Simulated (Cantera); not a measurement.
**Oxide etching and cleaning by halides: B2O3 + Cl2 + O2**

Charge: 1 mol B2O3, 19 mol Cl2, 6.4 mol O2, equilibrated at 1048 K and 0.653 Torr.

These are equilibrium values from Cantera (NASA tables, ideal gas, pure condensed phases), not measurements of a reactor. Candidate condensed phases: B, B2O3; 18 gas species. The numbers say what is thermodynamically allowed, not how fast it happens.

```json
{
  "x(Cl2)": "0.729",
  "x(O2)": "0.249",
  "x(Cl)": "0.0223",
  "x(ClO)": "1.80e-5",
  "n(B2O3(l))": "1.000 mol",
  "gas_amount": "25.69 mol",
  "log10 activity of B(s) (absent)": "-22.38"
}
```
